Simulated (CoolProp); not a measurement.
Computed with CoolProp (reference Helmholtz-energy equation of state, Lemmon 2006). It is a short technical equation, of lower accuracy than the large ones.

### Question
For nitrous oxide, give the phase and the Z, cp (kJ/(kg K)) at 23.65 °C and 26.9 bar.

### Answer
- 23.65 °C and 26.9 bar: gas; Z 0.834, cp 1.17
